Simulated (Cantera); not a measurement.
# Stirred combustor or abatement burner

A perfectly stirred reactor is fed with 14.3 % CH4, 0.557 % H2, 17.0 % O2, 63.9 % N2, 4.29 % H2O, at 10.0 bar; it is adiabatic with a 675 K inlet, and is followed from long to short residence time, starting on the burning branch (τ in s: 0.11, 0.035, 0.011, 0.0036, 0.0012, 0.00037, 0.00012, 3.8e-05, 1.2e-05).

Detailed kinetics in Cantera: GRI-Mech 3.0 (53 species, 325 reactions).

| τ (s) | T (K) | x CH4 | x H2 | x O2 | x C2H | x N2O | x C2H2 |
|---|---|---|---|---|---|---|---|
| 0.11 | 1998 | 0.00168 | 0.112 | 4.80e-5 | 1.14e-8 | 9.22e-10 | 0.000384 |
| 0.035 | 2007 | 0.00323 | 0.106 | 0.000140 | 4.42e-8 | 1.19e-9 | 0.00128 |
| 0.011 | 2017 | 0.00536 | 0.0961 | 0.000401 | 1.25e-7 | 1.85e-9 | 0.00294 |
| 0.0036 | 2025 | 0.00790 | 0.0850 | 0.00108 | 2.63e-7 | 3.62e-9 | 0.00484 |
| 0.0012 | 2022 | 0.0110 | 0.0739 | 0.00286 | 4.28e-7 | 8.24e-9 | 0.00635 |
| 0.00037 | 1982 | 0.0162 | 0.0624 | 0.00851 | 4.88e-7 | 2.42e-8 | 0.00677 |
| 0.00012 | 675 | 0.143 | 0.00557 | 0.170 | <1e-12 | <1e-12 | <1e-12 |
| 3.8e-5 | 675 | 0.143 | 0.00557 | 0.170 | <1e-12 | <1e-12 | <1e-12 |
| 1.2e-5 | 675 | 0.143 | 0.00557 | 0.170 | <1e-12 | <1e-12 | <1e-12 |
x: mole fraction; the columns are a selection and need not sum to one.
